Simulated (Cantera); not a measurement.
A perfectly stirred reactor is fed with C₃H₈ : O₂ : N₂ = 1 : 7.04 : 26.5 (molar parts), at 3.95 atm; it is adiabatic with a 350 K inlet, and is followed from long to short residence time, starting on the burning branch (τ in s: 0.16, 0.064, 0.026, 0.011, 0.0043, 0.0017, 0.00071, 0.00029, 0.00012, 4.8e-05, 1.9e-05, 7.9e-06).

Model: GRI-Mech 3.0 (53 species, 325 reactions), integrated in Cantera. GRI-Mech 3.0 was tuned for natural gas; its chemistry of propane as a main component is partial and can be far from experiment.

**Question.** What does this change do: O2 7.04 to 5.5 parts?

**Answer.** 
```json
[
 {"quantity": "blow-out, bracketed by the residence times tried", "before": "burning at 0.120 ms, out at 48.0 µs", "after": "burning at 0.120 ms, out at 48.0 µs"},
 {"quantity": "x(C₃H₈) at τ = 0.160 s", "before": "1.63e-7", "after": "1.34e-7"},
 {"quantity": "x(O₂) at τ = 0.160 s", "before": "0.0572", "after": "0.0148"},
 {"quantity": "x(CH₄) at τ = 0.160 s", "before": "1.74e-7", "after": "2.68e-7"},
 {"quantity": "x(O) at τ = 0.160 s", "before": "6.60e-5", "after": "6.14e-5"},
 {"quantity": "x(CH₂CO) at τ = 0.160 s", "before": "3.07e-7", "after": "2.02e-7"},
 {"quantity": "x(C₃H₈) at τ = 0.710 ms", "before": "1.25e-5", "after": "1.10e-5"},
 {"quantity": "x(O₂) at τ = 0.710 ms", "before": "0.0594", "after": "0.0202"},
 {"quantity": "x(CH₄) at τ = 0.710 ms", "before": "3.17e-6", "after": "6.10e-6"},
 {"quantity": "x(O) at τ = 0.710 ms", "before": "0.000880", "after": "0.000801"},
 {"quantity": "x(CH₂CO) at τ = 0.710 ms", "before": "2.16e-5", "after": "1.34e-5"}
]
```

**Question.** What does this change do: C3H8 1 to 0.61 parts?

**Answer.** 
```
quantity                                                                       before                               after
------------------------------------------------  -----------------------------------  ----------------------------------
blow-out, bracketed by the residence times tried  burning at 0.120 ms, out at 48.0 µs  burning at 11.0 ms, out at 4.30 ms
x(C₃H₈) at τ = 0.160 s                                                        1.63e-7                             3.19e-6
x(O₂) at τ = 0.160 s                                                           0.0572                               0.115
x(CH₄) at τ = 0.160 s                                                         1.74e-7                             1.00e-6
x(O) at τ = 0.160 s                                                           6.60e-5                             6.40e-6
x(CH₂CO) at τ = 0.160 s                                                       3.07e-7                             5.22e-6
x(C₃H₈) at τ = 0.710 ms                                                       1.25e-5                              0.0179
x(O₂) at τ = 0.710 ms                                                          0.0594                               0.206
x(CH₄) at τ = 0.710 ms                                                        3.17e-6                              <1e-12
x(O) at τ = 0.710 ms                                                         0.000880                              <1e-12
x(CH₂CO) at τ = 0.710 ms                                                      2.16e-5                              <1e-12
```

**Question.** What does this change do: inlet temperature 350 to 648 K?

**Answer.** 
| quantity | before | after |
|---|---|---|
| blow-out, bracketed by the residence times tried | burning at 0.120 ms, out at 48.0 µs | burning at 48.0 µs, out at 19.0 µs |
| x(C₃H₈) at τ = 0.160 s | 1.63e-7 | 5.13e-8 |
| x(O₂) at τ = 0.160 s | 0.0572 | 0.0561 |
| x(CH₄) at τ = 0.160 s | 1.74e-7 | 4.44e-8 |
| x(O) at τ = 0.160 s | 6.60e-5 | 0.000254 |
| x(CH₂CO) at τ = 0.160 s | 3.07e-7 | 7.46e-8 |
| x(C₃H₈) at τ = 0.710 ms | 1.25e-5 | 6.04e-6 |
| x(O₂) at τ = 0.710 ms | 0.0594 | 0.0590 |
| x(CH₄) at τ = 0.710 ms | 3.17e-6 | 1.68e-6 |
| x(O) at τ = 0.710 ms | 0.000880 | 0.00132 |
| x(CH₂CO) at τ = 0.710 ms | 2.16e-5 | 1.02e-5 |
